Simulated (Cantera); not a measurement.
A perfectly stirred reactor is fed with CH4 : CO2 = 1 : 21 (molar parts), at 0.200 bar; it is held at 1650 K, and followed from long to short residence time.

Cantera simulation using GRI-Mech 3.0 (53 species, 325 reactions); the numbers are that mechanism's predictions, not measurements.

x: mole fraction; the columns are a selection and need not sum to one.

```tsv
τ (s)	x CH4	x CO2	x H2O2	x H2O	x CH3
0.93	0.00688	0.823	<1e-12	0.0597	0.000123
0.30	0.0130	0.862	<1e-12	0.0457	0.000214
0.095	0.0227	0.901	<1e-12	0.0274	0.000329
0.031	0.0330	0.932	<1e-12	0.0108	0.000431
0.0098	___	0.949	<1e-12	___	___
0.0031	0.0444	0.954	<1e-12	0.000251	0.000331
0.0010	0.0453	0.954	<1e-12	2.83e-5	0.000143
0.00032	0.0454	0.955	<1e-12	6.40e-6	4.95e-5
0.00010	0.0454	0.955	<1e-12	___	___
```

Problem. Some entries are withheld; supply them.

Solution. 
- 0.0098, x CH4: 0.0407
- 0.0098, x H2O: 0.00232
- 0.0098, x CH3: 0.000466
- 0.00010, x H2O: 1.84e-6
- 0.00010, x CH3: 1.56e-5
